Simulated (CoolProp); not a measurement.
A single-stage vapour-compression cycle with the fluid: evaporating at 196.15 K (dew point), condensing at 259.15 K (bubble point), superheat 10 K, subcooling 0 K, compressor efficiency 0.65, no pressure losses. The same conditions are run with several fluids, on thermodynamics alone (safety and materials aside).

Model: reference Helmholtz-energy equation of state of each fluid (ethane: Bücker 2006; R22: Kamei 1995; hydrogen sulfide: Lemmon 2006; carbonyl sulfide: Lemmon 2006; ethylene: Smukala 2000; R125: Lemmon 2005), in CoolProp.

Question: Rank ethane, R22, hydrogen sulfide, carbonyl sulfide, ethylene, R125 by cooling COP, highest first.

Answer: R22 (1.53), carbonyl sulfide (1.51), R125 (1.47), hydrogen sulfide (1.45), ethane (1.41), ethylene (1.25)

```
fluid             pressure ratio  discharge temperature (K)  refrigerating effect (kJ/kg)  volumetric capacity (kJ/m³)
----------------  --------------  -------------------------  ----------------------------  ---------------------------
ethane                      9.21                      350.3                           315                         1050
R22                         24.0                      400.6                           192                          125
hydrogen sulfide            16.7                      509.9                           449                          361
carbonyl sulfide            17.4                      449.5                           257                          219
ethylene                    7.59                      365.3                           273                         1860
R125                        22.0                      317.8                           114                          154
```
